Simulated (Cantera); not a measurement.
Feed: 1 mol NH₃, 0.16 mol O₂, equilibrated at 1898.15 K and 9500 Pa.

Equilibrium computed with Cantera from the NASA thermochemical tables; the gas is ideal and each condensed phase is pure. Candidate condensed phases: H₂O; 24 gas species. Rates play no part.

Base state: H₂ 0.588, N₂ 0.250, H₂O 0.160, H 0.00195, OH 4.33e-5 (mole fractions); condensed: gas only.

Problem. What changes in the equilibrium state with this change: NH₃ replaced by H₂S?

Solution. 
```tsv
species	before	after
H₂	0.588	0.421
S₂	0	0.291
H₂O	0.160	0.192
N₂	0.250	0
H₂S	0	0.0553
SH	0	0.0197
SO₂	0	0.00825
SO	0	0.00792
S	0	0.00276
```
Further candidate phases: H₂SO₄, S.
